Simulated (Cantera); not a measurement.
Input (Python, Cantera) and output of one run.

```python
import numpy as np
import cantera as ct

gas_names = """
    C CH CH2 CH3 CH2OH CH3O CH4 CH3OH CN CO CO2 COOH C2 C2H CHCO,ketyl C2H2,acetylene C2H2,vinylidene
    CH2CO,ketene C2H3,vinyl CH3CN CH3CO,acetyl C2H4 C2H4O,ethylen CH3CHO,ethanal CH3COOH (HCOOH)2 C2H5
    C2H6 CH3OCH3 C2H5OH CCN CNC C2N2 C2O C3 C3H3,propargyl C3H4,allene C3H4,propyne C3H4,cyclo-
    C3H5,allyl C3H6,propylene C3H6,cyclo- C3H6O C3H7,n-propyl C3H7,i-propyl C3H8 C3H8O,1propanol
    C3H8O,2propanol C3O2 C4 C4H2 C4H4,1,3-cyclo- C4H6,butadiene C4H6,2-butyne C4H6,cyclo- C4H8,1-butene
    C4H8,cis2-buten C4H8,tr2-butene C4H8,isobutene C4H8,cyclo- (CH3COOH)2 C4H9,n-butyl C4H9,i-butyl
    C4H9,s-butyl C4H9,t-butyl C4H10,isobutane C4H10,n-butane C4N2 C5 C5H6,1,3cyclo- C5H8,cyclo-
    C5H10,1-pentene C5H10,cyclo- C5H11,pentyl C5H11,t-pentyl C5H12,n-pentane C5H12,i-pentane
    CH3C(CH3)2CH3 C6H2 C6H5,phenyl C6H5O,phenoxy C6H6 C6H5OH,phenol C6H10,cyclo- C6H12,1-hexene
    C6H12,cyclo- C6H13,n-hexyl C7H7,benzyl C7H8 C7H8O,cresol C7H14,1-heptene C7H15,n-heptyl
    C7H16,n-heptane C8H8,styrene C8H10,ethylbenz C8H16,1-octene C8H17,n-octyl C8H18,isooctane
    C8H18,n-octane C9H19,n-nonyl C10H8,naphthale C10H21,n-decyl C12H9,o-bipheny C12H10,bipheny H HCN HCO
    HCCN HNC HNCO HNO HNO2 HNO3 HO2 H2 HCHO,formaldehy HCOOH H2O H2O2 N NCO NH NH2 NH3 NH2OH NO NO2 NO3
    N2 N2H2 N2H4 N2O O OH O2 O3 Ti TiO TiO2
""".split()
cond_names = """
    C(gr) C6H6(L) C7H8(L) C8H18(L),n-octa H2O(s) H2O(L) Ti(a) Ti(b) Ti(L) TiC(s) TiC(L) TiN(s) TiN(L)
    TiO(a) TiO(b) TiO(L) TiO2(ru) TiO2(L) Ti2O3(a) Ti2O3(b) Ti2O3(L) Ti3O5(a) Ti3O5(b) Ti3O5(L) Ti4O7(s)
    Ti4O7(L)
""".split()


def load(file, names, dense=False):
    # The tables refer to 1 bar. Condensed volumes are neglected.
    table = {s.name: s for s in ct.Species.list_from_file(file)}
    out = []
    for n in names:
        d = dict(table[n].input_data)
        d["thermo"] = dict(d["thermo"], **{"reference-pressure": 1e5})
        if dense:
            d["equation-of-state"] = {"model": "constant-volume", "density": "1e6 g/cm^3"}
        out.append(ct.Species.from_dict(d))
    return out


gas = ct.Solution(thermo="ideal-gas", species=load("nasa_gas.yaml", gas_names))
cond = {s.name: ct.Solution(thermo="fixed-stoichiometry", species=[s], name=s.name)
        for s in load("nasa_condensed.yaml", cond_names, dense=True)}
atoms = {
    'Ti(OiPr)4': {'Ti': 1, 'C': 12, 'H': 28, 'O': 4},
    'H2': {'H': 2},
    'N2': {'N': 2},
}
top_T = {'C(gr)': 4500}  # K; cautious upper limits of use, not melting points


def equilibrate(T, P, feed):
    n = {}
    for name, mol in feed.items():
        for a, k in atoms[name].items():
            n[a] = n.get(a, 0.0) + k * mol
    gas.TPX = T, P, n
    mass = sum(n.values()) * gas.mean_molecular_weight
    gas.equilibrate("TP")
    valid = [c for c in cond.values() if c.min_temp <= T <= top_T.get(c.name, c.max_temp)]
    mix = ct.Mixture([(gas, mass / gas.mean_molecular_weight)] + [(c, 0.0) for c in valid])
    mix.T, mix.P = T, P
    mix.equilibrate("TP", solver="vcs", rtol=1e-11, max_steps=5000)
    return mix


results = []
T = 1950  # K
P = 1300  # Pa
for m in [7.4, 11, 17, 25, 37, 55, 83, 120]:
    feed = {'Ti(OiPr)4': 1, 'H2': m, 'N2': 2.1}  # mol
    mix = equilibrate(T, P, feed)
    results.append((T, P, feed, dict(zip(mix.species_names, mix.species_moles))))
    x = sorted(zip(gas.X, gas.species_names), reverse=True)
    print(f"T = {T:g} K  P = {P:g} Pa  n(H2) = {m:g} mol  gas = {mix.phase_moles(0):.4g} mol")
    print("   x: " + "  ".join(f"{s} {v:.3e}" for v, s in x if v > 1e-05))
    print("   condensed (mol): " + ("  ".join(f"{mix.phase(i).name} {mix.phase_moles(i):.4g}"
          for i in range(1, mix.n_phases) if mix.phase_moles(i) > 1e-12) or "none"))
```

It prints:

```
T = 1950 K  P = 1300 Pa  n(H2) = 7.4 mol  gas = 27.62 mol
   x: H2 7.684e-01  CO 1.448e-01  N2 7.451e-02  H 8.813e-03  HCN 2.883e-03  C2H2,acetylene 4.200e-04  HNC 1.493e-04
   condensed (mol): C(gr) 6.893  TiC(s) 1
T = 1950 K  P = 1300 Pa  n(H2) = 11 mol  gas = 31.24 mol
   x: H2 7.939e-01  CO 1.280e-01  N2 6.577e-02  H 8.958e-03  HCN 2.753e-03  C2H2,acetylene 4.339e-04  HNC 1.426e-04
   condensed (mol): C(gr) 6.882  TiC(s) 1
T = 1950 K  P = 1300 Pa  n(H2) = 17 mol  gas = 37.27 mol
   x: H2 8.254e-01  CO 1.073e-01  N2 5.500e-02  H 9.134e-03  HCN 2.567e-03  C2H2,acetylene 4.511e-04  HNC 1.329e-04
   condensed (mol): C(gr) 6.866  TiC(s) 1
T = 1950 K  P = 1300 Pa  n(H2) = 25 mol  gas = 45.31 mol
   x: H2 8.544e-01  CO 8.828e-02  N2 4.510e-02  H 9.293e-03  HCN 2.365e-03  C2H2,acetylene 4.669e-04  HNC 1.225e-04
   condensed (mol): C(gr) 6.845  TiC(s) 1
T = 1950 K  P = 1300 Pa  n(H2) = 37 mol  gas = 57.37 mol
   x: H2 8.826e-01  CO 6.972e-02  N2 3.548e-02  H 9.445e-03  HCN 2.132e-03  C2H2,acetylene 4.824e-04  HNC 1.104e-04
   condensed (mol): C(gr) 6.816  TiC(s) 1
T = 1950 K  P = 1300 Pa  n(H2) = 55 mol  gas = 75.46 mol
   x: H2 9.081e-01  CO 5.301e-02  N2 2.684e-02  H 9.581e-03  HCN 1.881e-03  C2H2,acetylene 4.963e-04  HNC 9.740e-05
   condensed (mol): C(gr) 6.775  TiC(s) 1
T = 1950 K  P = 1300 Pa  n(H2) = 83 mol  gas = 103.6 mol
   x: H2 9.301e-01  CO 3.861e-02  N2 1.942e-02  H 9.696e-03  HCN 1.619e-03  C2H2,acetylene 5.083e-04  HNC 8.384e-05
   condensed (mol): C(gr) 6.717  TiC(s) 1
T = 1950 K  P = 1300 Pa  n(H2) = 120 mol  gas = 140.8 mol
   x: H2 9.456e-01  CO 2.841e-02  N2 1.418e-02  H 9.777e-03  HCN 1.395e-03  C2H2,acetylene 5.168e-04  HNC 7.225e-05
   condensed (mol): C(gr) 6.647  TiC(s) 1
```

These are equilibrium values from Cantera (NASA tables, ideal gas, pure condensed phases), not measurements of a reactor. The feed counts by its element totals alone. TiC: taken at fixed stoichiometry.
